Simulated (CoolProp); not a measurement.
Propane at several states: Z from the reference equation and from simpler models built on Tc = 96.7 °C, pc = 42.51 bar, ω = 0.152; each cubic takes its own stable root.

Computed with CoolProp (reference Helmholtz-energy equation of state, Lemmon 2009).

| T (°C) | p (bar) | phase | reference | van der Waals | Redlich-Kwong |
|---|---|---|---|---|---|
| -155.35 | 5.76 | liquid | 0.03703 | 0.05940 | 0.03988 |
| 67.95 | 16.3 | gas | 0.8008 | 0.8394 | 0.8091 |
| 114.15 | 0.133 | gas | 0.9991 | 0.9992 | 0.9991 |
| -182.55 | 0.946 | liquid | 0.007608 | 0.01233 | 0.008289 |
